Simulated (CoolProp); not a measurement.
Vapour-liquid equilibrium of acetone (1) + n-decane (2) at 151.15 °C; x and y are mole fractions of (1).

The numbers come from the multi-fluid Helmholtz-energy mixture model, Lemmon 2006 and Lemmon 2006; pair parameters Bell 2016 in CoolProp.

### Question
Give the bubble pressure and the first vapour's composition at x = 0.2, 0.65, 0.8. Is there an azeotrope?

### Answer
x = 0.2: 361.2 kPa, y = 0.857; x = 0.65: 821.7 kPa, y = 0.952; x = 0.8: 948.8 kPa, y = 0.969. No azeotrope shows between x = 0.05 and 0.95.

Pair parameters are fitted to limited data, so mixtures are less certain than the pure fluids. The gap from Raoult's law changes sign with composition, which may be real or a fault of the pair parameters; it wasn't checked against measurements.
